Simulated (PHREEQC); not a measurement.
Synthetic water in mg/kgw, 45 °C, pH 5.66, pe 12.8:

```json
[
 {"constituent": "Na", "mg/kgw": "1.65"},
 {"constituent": "K", "mg/kgw": "0.293"},
 {"constituent": "Ca", "mg/kgw": "0.328"},
 {"constituent": "Mg", "mg/kgw": "0.115"},
 {"constituent": "Cl", "mg/kgw": "0.318"},
 {"constituent": "S(6) as SO4", "mg/kgw": "0.506"},
 {"constituent": "Alkalinity as HCO3", "mg/kgw": "5.33"},
 {"constituent": "Cd", "mg/kgw": "0.00482"},
 {"constituent": "Si as SiO2", "mg/kgw": "0.0624"},
 {"constituent": "Ba", "mg/kgw": "0.0348"}
]
```

Valence states are taken as typed.

All values are PHREEQC results (ion-association model, wateq4f.dat), not measurements.

| Item | Value |
|---|---|
| ionic strength | 0.000127 mol/kgw |
| charge-balance error | -0.5 % |

```csv
species,molality,activity,log γ
CO2,0.000376,0.000376,0.000
HCO3-,8.95e-5,8.83e-5,-0.006
Na+,7.18e-5,7.08e-5,-0.006
Cl-,8.97e-6,8.85e-6,-0.006
Ca+2,8.16e-6,7.74e-6,-0.023
K+,7.49e-6,7.39e-6,-0.006
SO4-2,5.24e-6,4.97e-6,-0.023
```

Precipitation was switched off in this run. At this temperature some constants are extrapolated from 25 °C, and those without enthalpy data are left unchanged.
